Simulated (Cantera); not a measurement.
What does this Cantera script print?

```python
import numpy as np
import cantera as ct

gas_names = """
    CL CL2 Cs CsCL Cs2 Cs2CL2 H HCL H2
""".split()
cond_names = """
    Cs(cr) Cs(L) CsCL(a) CsCL(b) CsCL(L)
""".split()


# ... load() reads the species with a 1 bar reference pressure and builds the phases ...
atoms = {
    'CsCl': {'Cs': 1, 'CL': 1},
    'H2': {'H': 2},
}
top_T = {}  # K; cautious upper limits of use, not melting points


# ... equilibrate(T, P, feed) seeds the gas with the atoms and calls Mixture.equilibrate('TP', solver="vcs", rtol=1e-11, max_steps=5000) ...
results = []
feed = {'CsCl': 1, 'H2': 50}  # mol
P = 1.2  # Pa
for T in [800, 1000, 1200, 1400, 1600, 1800, 2000]:
    mix = equilibrate(T, P, feed)
    results.append((T, P, feed, dict(zip(mix.species_names, mix.species_moles))))

top = {s: max(r[3][s] / sum(r[3][g] for g in gas_names) for r in results) for s in gas_names}
cols = sorted((s for s in top if top[s] > 0.001), key=lambda s: -top[s])[:8]
seen = [c for c in cond_names if any(r[3].get(c, 0) > 1e-12 for r in results)]
print("log10 of partial pressures in bar; condensed amounts in mol")
print(f"{'T/K':>10s}" + "".join(f"{s[:9]:>10s}" for s in cols + seen))
for T, P, feed, n in results:
    ng = sum(n[g] for g in gas_names)
    print(f"{T:10.4g}" + "".join(f"{np.log10(max(n[s] / ng * P / 1e5, 1e-99)):10.3f}" for s in cols)
          + "".join(f"{n.get(c, 0):10.4g}" for c in seen))
```

Result:

```
log10 of partial pressures in bar; condensed amounts in mol
       T/K        H2         H      CsCL        Cs       HCL        CL
       800    -4.929   -14.003    -6.654   -10.828   -10.828   -19.886
      1000    -4.929   -11.109    -6.629    -9.358    -9.358   -15.569
      1200    -4.930    -9.170    -6.636    -8.390    -8.390   -12.692
      1400    -4.931    -7.778    -6.666    -7.712    -7.713   -10.645
      1600    -4.938    -6.734    -6.757    -7.237    -7.243    -9.140
      1800    -4.979    -5.935    -6.972    -6.936    -6.971    -8.044
      2000    -5.138    -5.358    -7.425    -6.816    -6.977    -7.325
```

Method: chemical equilibrium by Gibbs-energy minimisation in Cantera with the NASA 1993 tables (ideal gas, pure condensed phases).
